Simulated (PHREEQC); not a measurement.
A solution holds 0.0042 mol HCl, 0.0027 mol NiSO4 and 0.0037 mol Fe2(SO4)3 per kg of water, at 15 °C. Closed to the air; pH follows from the charge balance.

Model: ion-association model, wateq4f.dat, run in PHREEQC.

**Question.** The ionic strength comes out as 0.0266 mol/kgw. What activity coefficients do Fe(SO4)2-, Cl-, FeSO4+, Fe+3, H+ get?

**Answer.** Fe(SO4)2- 0.86, Cl- 0.85, FeSO4+ 0.86, Fe+3 0.32, H+ 0.88.

This is a speciation only: nothing precipitates in the calculation. The solution is supersaturated, for example in Hematite (slow to form), Goethite (slow to form), so a real one may precipitate; this is no full list. Complexes and solids missing from the database can't appear.
